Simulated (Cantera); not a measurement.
An isothermal, constant-pressure homogeneous reactor starts with 0.709 % CH4, 99.3 % N2, at 1525 K and 370 Pa.

Model: GRI-Mech 3.0 (53 species, 325 reactions), integrated in Cantera. GRI-Mech 3.0 stops at C3 and has no aromatics, soot or wall deposition, so with more carbon than oxygen in the feed, carbon stays in small species such as C2H2 where larger ones or solid carbon would form. Radical loss at walls, strong at low pressure, is not modelled.

One state of this run: x CH4 = 0.00112; x C2H = 9.65e-9; x CH3 = 3.33e-5; x C2H2 = 0.00293; x HCN = 1.17e-6; x H2 = 0.00884. x: mole fraction; the columns are a selection and need not sum to one.

Which value of t (s) does it belong to?
A. 0.00171
B. 46.5
C. 0.136
D. 9.25e-5

B, 46.5
